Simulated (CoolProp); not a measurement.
Model: reference Helmholtz-energy equation of state, Smukala 2000, in CoolProp.

**Question.** For ethylene, give the phase and the density (kg/m³), Joule-Thomson coefficient (K/MPa), isothermal compressibility (1/MPa), expansivity (1/kK) at 303.4 K and 136 bar.

**Answer.** 
- 303.4 K and 136 bar: supercritical; density 354, Joule-Thomson coefficient 1.03, isothermal compressibility 0.0242, expansivity 7.37
